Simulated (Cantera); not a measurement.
Charge: 1 mol V2O3, 8 mol H2, a varied amount of H2O, equilibrated at 1.33 mbar.

These are equilibrium values from Cantera (NASA tables, ideal gas, pure condensed phases), not measurements of a reactor. Candidate condensed phases: H2O, V, VO, V2O3, V2O4, V2O5; 12 gas species. Mutual solubility and eutectic melting of coexisting phases are not modelled. VO: taken at fixed stoichiometry. Condensed phases not in the tables: the oxides between V2O3 and V2O5 other than VO2. Rates play no part.

Q: What condenses at these points (T in K, n(H2O) in mol): (1298, 0.15); (1798, 0.15); (1598, 0.2); (1748, 0.51); (1898, 0.06)?

A: 
```
T (K)  n(H2O) in mol  condensed phases  V condensed (%)
-----  -------------  ----------------  ---------------
1298            0.15              V2O3            100.0
1798            0.15              V2O3             99.8
1598             0.2              V2O3            100.0
1748            0.51              V2O3             99.9
1898            0.06         VO + V2O3             99.1
```
